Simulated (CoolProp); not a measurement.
Vapour-liquid equilibrium of ethane (1) + propane (2) at 1.15 bar; x and y are mole fractions of (1).

Computed with CoolProp (multi-fluid Helmholtz-energy mixture model, Bücker 2006 and Lemmon 2009; pair parameters Kunz 2012).

```csv
x,bubble temperature (K),y at the bubble point,dew temperature at overall composition x (K),liquid density (mol/L)
0.05,228.2,0.255,232.9,13.38
0.15,219.1,0.561,230.7,13.91
0.25,212.2,0.725,228.3,14.41
0.35,206.7,0.822,225.7,14.88
0.45,202.3,0.883,222.8,15.35
0.55,198.5,0.924,219.4,15.81
0.65,195.3,0.952,215.6,16.28
0.75,192.5,0.972,210.9,16.76
0.85,190.0,0.986,204.8,17.24
0.95,187.9,0.996,195.6,17.74
```

No azeotrope shows between x = 0.05 and 0.95.

Pair parameters are fitted to limited data, so mixtures are less certain than the pure fluids.
